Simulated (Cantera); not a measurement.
Input: 1 mol CuO, 0.72 mol C, 0.63 mol N₂, equilibrated at 43.0 mbar.

Method: chemical equilibrium by Gibbs-energy minimisation in Cantera with the NASA 1993 tables (ideal gas, pure condensed phases). Candidate condensed phases: C, Cu, CuO, Cu₂O; 27 gas species. Kinetics and transport are ignored. All values below are at 1200 K.

Base state: N₂ 0.467, CO 0.326, CO₂ 0.207 (mole fractions); condensed: Cu(s).

What changes in the equilibrium state with this change: C from 0.72 to 0.83 mol?


```csv
species,before,after
CO,0.326,0.452
N₂,0.467,0.432
CO₂,0.207,0.116
"Cu(s), mol",1.00,1.00
```

What changes in the equilibrium state with this change: C from 0.72 to 1.1 mol?


```tsv
species	before	after
CO	0.326	0.613
N₂	0.467	0.387
CO₂	0.207	0.000305
Cu(s), mol	1.00	1.00
C(graphite), mol	0	0.100
```

What changes in the equilibrium state with this change: 0.17 mol NH₃ added?


```csv
species,before,after
N₂,0.467,0.423
CO,0.326,0.311
CO₂,0.207,0.115
H₂,0,0.100
H₂O,0,0.0508
"Cu(s), mol",1.00,1.00
```
Further candidate phases: C₆H₆, C₇H₈, C₈H₁₈, Cu(OH)₂, H₂O.
